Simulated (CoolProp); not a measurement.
Vapour-liquid equilibrium of propane (1) + R114 (2) at 43.65 °C; x and y are mole fractions of (1).

Model: multi-fluid Helmholtz-energy mixture model, Lemmon 2009 and Platzer 1990; pair parameters Bell 2016, in CoolProp. This equation is an older, rougher fit; its heat capacities, sound speeds and derivatives of the liquid may be far off and weren't checked against measurements.

Give the bubble pressure and the first vapour's composition at x = 0.65, 0.8, 0.95. Is there an azeotrope?

x = 0.65: 1128 kPa, y = 0.832; x = 0.8: 1279 kPa, y = 0.905; x = 0.95: 1435 kPa, y = 0.976. No azeotrope shows between x = 0.05 and 0.95.

The pair parameters rest on a limited set of measurements; away from them the model extrapolates.
